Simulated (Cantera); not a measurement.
Ignition delay

Mixture: CH₄ : CO : O₂ : N₂ = 1 : 0.069 : 2.03 : 7.53 (molar parts), equivalence ratio 1.0, at 180000 Pa, adiabatic and at constant volume. Ignition delay is the time to a rise of 400 K.

Cantera simulation using GRI-Mech 3.0 (53 species, 325 reactions); the numbers are that mechanism's predictions, not measurements.

```
T0 (K)  delay (ms)
------  ----------
1125          82.6
1200          27.2
1275          9.78
1350          3.79
1425          1.58
```

```json
{
 "apparent activation energy between 1275 and 1425 K": "180 kJ/mol"
}
```
